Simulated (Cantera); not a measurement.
An isothermal, constant-pressure homogeneous reactor starts with NH₃ : H₂ = 1 : 1.1 (molar parts), at 1500 K and 760 Torr.

Detailed kinetics in Cantera: the gas-phase N/H chemistry of the illustrative SiF4/NH3 mechanism in the Surface Chemkin manual (1991). Walls and surfaces, which speed up NH3 decomposition in real reactors, are not modelled.

x: mole fraction; the columns are a selection and need not sum to one.

| t (s) | x NH₃ | x H₂ | x NH | x N | x NH₂ |
|---|---|---|---|---|---|
| 0.000100 | 0.476 | 0.524 | 1.88e-11 | <1e-12 | … |
| 0.000339 | 0.476 | 0.524 | 2.18e-10 | <1e-12 | … |
| 0.00115 | 0.476 | 0.524 | 2.43e-9 | 9.87e-12 | … |
| 0.00389 | 0.476 | 0.524 | 1.91e-8 | 2.16e-10 | … |
| 0.0132 | 0.476 | 0.524 | 3.56e-8 | 5.47e-10 | 1.98e-5 |
| 0.0447 | 0.476 | 0.524 | 3.57e-8 | 5.51e-10 | 1.98e-5 |
| 0.152 | 0.475 | 0.524 | 3.57e-8 | 5.51e-10 | 1.98e-5 |
| 0.514 | 0.473 | 0.526 | 3.56e-8 | 5.48e-10 | 1.97e-5 |
| 1.74 | 0.466 | 0.530 | 3.51e-8 | 5.42e-10 | 1.94e-5 |
| 5.90 | 0.444 | 0.545 | 3.35e-8 | 5.19e-10 | 1.85e-5 |
| 20.0 | 0.384 | 0.585 | 2.93e-8 | 4.57e-10 | … |

Problem. What belongs in the gaps?

Solution. 
- 0.000100, x NH₂: 4.57e-7
- 0.000339, x NH₂: 1.55e-6
- 0.00115, x NH₂: 5.15e-6
- 0.00389, x NH₂: 1.45e-5
- 20.0, x NH₂: 1.61e-5
